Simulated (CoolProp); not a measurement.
Vapour-liquid equilibrium of cyclohexane (1) + n-dodecane (2) at 435.9 K; x and y are mole fractions of (1).

The numbers come from the multi-fluid Helmholtz-energy mixture model, Zhou 2014 and Lemmon 2004; pair parameters Bell 2016 in CoolProp.

| x | bubble pressure (bar) | y at the bubble point | dew pressure at overall composition x (bar) | liquid density (mol/L) |
|---|---|---|---|---|
| 0.05 | 0.4721 | 0.523 | 0.2442 | (withheld) |
| 0.15 | 0.9865 | 0.789 | 0.2721 | (withheld) |
| 0.25 | (withheld) | 0.878 | 0.3071 | 4.330 |
| 0.35 | 2.163 | 0.922 | 0.3522 | 4.602 |
| 0.45 | 2.824 | 0.948 | 0.4128 | 4.906 |
| 0.55 | 3.529 | 0.965 | 0.4983 | 5.247 |
| 0.65 | 4.274 | 0.977 | 0.6283 | 5.632 |
| 0.75 | 5.051 | 0.986 | 0.8498 | 6.069 |
| 0.85 | 5.853 | (withheld) | 1.312 | 6.568 |
| 0.95 | 6.671 | 0.998 | 2.887 | 7.144 |

Problem. Complete the blanks.

Solution. 
- 0.05, liquid density (mol/L): 3.864
- 0.15, liquid density (mol/L): 4.085
- 0.25, bubble pressure (bar): 1.550
- 0.85, y at the bubble point: 0.992

No azeotrope shows between x = 0.05 and 0.95.

The pair parameters rest on a limited set of measurements; away from them the model extrapolates.
